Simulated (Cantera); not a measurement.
A closed system holds: 1 mol Fe₃O₄, 1.3 mol HCl, 0.99 mol H₂, at 1075 K and 0.180 bar.

Cantera equilibrium calculation (NASA polynomials, part measured and part estimated; ideal gas, pure solids and liquids). Candidate condensed phases: Fe, FeCl₂, FeCl₃, FeO, Fe(OH)₂, Fe(OH)₃, Fe₂O₃, Fe₃O₄, H₂O; 22 gas species. Mutual solubility and eutectic melting of coexisting phases are not modelled. The tables' stoichiometric FeO is somewhat more stable than real wüstite, so its field is too wide. FeO: taken at fixed stoichiometry. Equilibrium is a limit: real reactors are often held back by kinetics, nucleation or transport.

Base state: HCl 0.505, H₂O 0.438, FeCl₂ 0.0304, H₂ 0.0262, Fe₂Cl₄ 0.000572, FeCl₃ 5.37e-5 (mole fractions); condensed: FeO(s) + Fe₃O₄(s).

Q: What changes in the equilibrium state with this change: pressure from 0.180 bar to 6.30 bar?

A: 
```tsv
species	before	after
H₂O	0.438	0.604
HCl	0.505	0.347
H₂	0.0262	0.0362
FeCl₂	0.0304	0.0104
Fe₂Cl₄	0.000572	0.00233
FeCl₃	5.37e-5	6.34e-5
FeO(s), mol	2.72	2.45
Fe₃O₄(s), mol	0.0699	0.0828
FeCl₂(l), mol	0	0.270
```

Q: What changes in the equilibrium state with this change: HCl from 1.3 to 0.023 mol?

A: 
| species | before | after |
|---|---|---|
| H₂O | 0.438 | 0.922 |
| H₂ | 0.0262 | 0.0552 |
| HCl | 0.505 | 0.0226 |
| FeCl₂ | 0.0304 | 2.90e-5 |
| Fe₂Cl₄ | 0.000572 | <1e-9 |
| FeCl₃ | 5.37e-5 | 1.59e-9 |
| FeO(s), mol | 2.72 | 2.80 |
| Fe₃O₄(s), mol | 0.0699 | 0.0659 |
